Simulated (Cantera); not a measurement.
What does this Cantera script print?

```python
import numpy as np
import cantera as ct

gas_names = """
    O2 N2
""".split()
cond_names = """
    Cr2N(s) Cr2O3(s) Cr2O3(L)
""".split()


# ... load() reads the species with a 1 bar reference pressure and builds the phases ...
species = {s.name: s for s in load("nasa_gas.yaml", gas_names) + load("nasa_condensed.yaml", cond_names)}
# Each term lists the table entries of one substance; the one whose range holds T is used.
reactions = {
    '3 O2(g) + 2 Cr2N = N2(g) + 2 Cr2O3':
        [(-3, ['O2']), (-2, ['Cr2N(s)']), (1, ['N2']), (2, ['Cr2O3(s)', 'Cr2O3(L)'])],
}


def pick(names, T):
    return next(species[n] for n in names if species[n].thermo.min_temp <= T <= species[n].thermo.max_temp)


results = []
for label, terms in reactions.items():
    print(label)
    print("     T/K   dH/kJ  dS/(J/K)   dG/kJ   log10 K")
    for T in [1373, 1448, 1523, 1598, 1673, 1748, 1823, 1898]:
        used = [(nu, pick(names, T)) for nu, names in terms]
        dH = sum(nu * s.thermo.h(T) for nu, s in used) / 1e6
        dS = sum(nu * s.thermo.s(T) for nu, s in used) / 1e3
        dG = dH - T * dS / 1e3
        logK = -dG * 1e6 / (ct.gas_constant * T * np.log(10))
        results.append((label, T, dH, dS, dG, logK, [s.name for _, s in used]))
        print(f"{T:8g} {dH:8.1f} {dS:8.1f} {dG:8.1f} {logK:8.2f}")
```

Result:

```
3 O2(g) + 2 Cr2N = N2(g) + 2 Cr2O3
     T/K   dH/kJ  dS/(J/K)   dG/kJ   log10 K
    1373  -2011.3   -374.5  -1497.2    56.96
    1448  -2012.5   -375.3  -1469.1    52.99
    1523  -2013.8   -376.2  -1440.9    49.42
    1598  -2015.3   -377.2  -1412.6    46.17
    1673  -2017.1   -378.3  -1384.3    43.22
    1748  -2019.1   -379.4  -1355.9    40.52
    1823  -2021.3   -380.6  -1327.4    38.03
    1898  -2023.7   -381.9  -1298.8    35.74
```

Cantera with NASA thermochemical tables; ideal gases at 1 bar, condensed phases pure. Condensed species are held in their standard states even where they would react or evaporate.
